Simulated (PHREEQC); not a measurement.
A solution holds 0.024 mol HF, 0.0002 mol NaF and 0.012 mol HCl per kg of water, at 20 °C. It is in equilibrium with CO2 at log p = -2 (atm). Otherwise closed; pH follows from the charge balance.

All values are PHREEQC results (ion-association model, wateq4f.dat), not measurements.

This is a speciation only: nothing precipitates in the calculation.

Problem. Order these F species by the share of F that they hold, largest first: HF2-, H2F2, HF, F-.

Solution. HF (83 %), H2F2 (10 %), F- (5.7 %), HF2- (0.84 %)

The pH is 1.92 and the ionic strength 0.0135 mol/kgw. Species that the database lacks are ignored. wateq4f.dat counts part of the HF as a dimer, H2F2, which phreeqc.dat doesn't know; its constant is uncertain.
